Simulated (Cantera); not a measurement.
A freely propagating, adiabatic, planar premixed flame of H₂ : O₂ : N₂ = 1 : 0.926 : 3.48 (molar parts), unburnt at 400 K and 825 Torr; mixture-averaged transport, grid criteria slope 0.08 and curve 0.16, no radiation.

Cantera simulation using the H2/O2 subset of GRI-Mech 3.0, which has no nitrogen chemistry; the numbers are that mechanism's predictions, not measurements. Burning velocities carry a grid error of a few per cent, more on coarse grids. Lean hydrogen flames are cellular in practice and burn faster than this planar one.

Task: How do the results move with these cheaper or finer settings: unity-Lewis-number transport; multicomponent transport; multicomponent+Soret transport; grid criteria slope 0.5, curve 1; grid criteria slope 0.25, curve 0.5; grid criteria slope 0.03, curve 0.06?

Result: 
```tsv
setting	laminar burning velocity	thermal thickness	peak x(O)	peak x(H)	grid points
as above	107 cm/s	0.358 mm	0.00517	0.00639	106
unity-Lewis-number transport	136 cm/s	0.256 mm	0.00835	0.0152	108
multicomponent transport	108 cm/s	0.353 mm	0.00520	0.00645	106
multicomponent+Soret transport	95.2 cm/s	0.362 mm	0.00483	0.00563	107
grid criteria slope 0.5, curve 1	133 cm/s	0.397 mm	0.00557	0.00793	38
grid criteria slope 0.25, curve 0.5	113 cm/s	0.379 mm	0.00517	0.00645	47
grid criteria slope 0.03, curve 0.06	109 cm/s	0.352 mm	0.00530	0.00665	247
```
Unity Lewis numbers drop preferential diffusion, which matters most where H2 and H carry the flame; Soret adds thermal diffusion.
